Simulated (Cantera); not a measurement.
What does this Cantera script print?

```python
import numpy as np
import cantera as ct

gas_names = [...]  # 118 gases of nasa_gas.yaml made of C, Cl, F, H
cond_names = """
    C(gr) C6H6(L) C7H8(L) C8H18(L),n-octa
""".split()


# ... load() reads the species with a 1 bar reference pressure and builds the phases ...
atoms = {
    'C2F6': {'C': 2, 'F': 6},
    'HCl': {'H': 1, 'CL': 1},
}
top_T = {'C(gr)': 4500}  # K; cautious upper limits of use, not melting points


# ... equilibrate(T, P, feed) seeds the gas with the atoms and calls Mixture.equilibrate('TP', solver="vcs", rtol=1e-11, max_steps=5000) ...
results = []
feed = {'C2F6': 1, 'HCl': 0.1}  # mol
P = 3.7  # Pa
for T in [2075, 2175, 2275, 2375, 2475, 2575, 2675]:
    mix = equilibrate(T, P, feed)
    results.append((T, P, feed, dict(zip(mix.species_names, mix.species_moles))))

top = {s: max(r[3][s] / sum(r[3][g] for g in gas_names) for r in results) for s in gas_names}
cols = sorted((s for s in top if top[s] > 1e-05), key=lambda s: -top[s])[:7]
seen = [c for c in cond_names if any(r[3].get(c, 0) > 1e-12 for r in results)]
print("log10 of partial pressures in bar; condensed amounts in mol")
print(f"{'T/K':>10s}" + "".join(f"{s[:9]:>10s}" for s in cols + seen))
for T, P, feed, n in results:
    ng = sum(n[g] for g in gas_names)
    print(f"{T:10.4g}" + "".join(f"{np.log10(max(n[s] / ng * P / 1e5, 1e-99)):10.3f}" for s in cols)
          + "".join(f"{n.get(c, 0):10.4g}" for c in seen))
```

It prints:

```
log10 of partial pressures in bar; condensed amounts in mol
       T/K         F       CF2        C3        CF         C        CL        HF     C(gr)
      2075    -4.503    -5.403    -9.785    -6.681    -9.840    -6.172    -6.172     1.374
      2175    -4.473    -5.760    -8.839    -6.463    -9.011    -6.197    -6.197     1.671
      2275    -4.463    -6.120    -7.980    -6.281    -8.256    -6.209    -6.210     1.787
      2375    -4.461    -6.467    -7.194    -6.124    -7.565    -6.214    -6.218     1.783
      2475    -4.467    -6.801    -6.474    -5.987    -6.930    -6.221    -6.234     1.604
      2575    -4.491    -7.147    -5.812    -5.880    -6.344    -6.243    -6.282    0.8118
      2675    -4.514    -7.601    -5.593    -5.913    -5.934    -6.269    -6.376         0
```

These are equilibrium values from Cantera (NASA tables, ideal gas, pure condensed phases), not measurements of a reactor. The feed counts by its element totals alone. Gases not in the tables: C2F6 and larger saturated fluorocarbons.
